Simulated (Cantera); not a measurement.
A closed system holds: 1 mol BN, 0.012 mol H2, held at 2025 K and 2.00 Pa.

Equilibrium computed with Cantera from the NASA thermochemical tables; the gas is ideal and each condensed phase is pure. Candidate condensed phases: B, BN; 15 gas species. Rates play no part.

Base state: N2 0.950, H 0.0335, B 0.0101, H2 0.00606, BN 4.50e-5 (mole fractions); condensed: B(s).

Problem. What changes in the equilibrium state with this change: pressure from 2.00 Pa to 16.0 Pa?

Solution. 
```
species     before    after
---------  -------  -------
N2           0.950    0.966
H           0.0335   0.0181
H2         0.00606   0.0141
B           0.0101  0.00126
BN         4.50e-5  1.61e-5
B(s), mol    0.995    0.999
```
